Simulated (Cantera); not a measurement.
Charge: 1 mol AlCl₃, 1.4 mol HCl, 44 mol H₂, at 848.15 K and 1.00 Torr.

Equilibrium computed with Cantera from the NASA thermochemical tables; the gas is ideal and each condensed phase is pure. Candidate condensed phases: Al, AlCl₃; 12 gas species. The numbers say what is thermodynamically allowed, not how fast it happens.

Base state: H₂ 0.948, HCl 0.0302, AlCl₃ 0.0216 (mole fractions); condensed: gas only.

Q: What changes in the equilibrium state with this change: temperature from 848.15 K to 1700 K?

A: 
```
species   before     after
-------  -------  --------
H₂         0.948     0.905
HCl       0.0302    0.0701
AlCl       <1e-9    0.0200
AlCl₃     0.0216  0.000171
H          <1e-9   0.00384
Cl         <1e-9  0.000231
Al         <1e-9   1.05e-5
AlCl₂    1.30e-7  0.000921
```
The tables' values for AlCl₂ are old estimates; treat these amounts as uncertain.

Q: What changes in the equilibrium state with this change: temperature from 848.15 K to 1900 K?

A: 
```
species  before    after
-------  ------  -------
H₂        0.948    0.888
HCl      0.0302   0.0695
H         <1e-9   0.0205
AlCl₃    0.0216  1.47e-5
AlCl      <1e-9   0.0204
Cl        <1e-9  0.00121
Al        <1e-9  9.20e-5
```
The tables' values for AlCl₂ are old estimates; treat these amounts as uncertain.
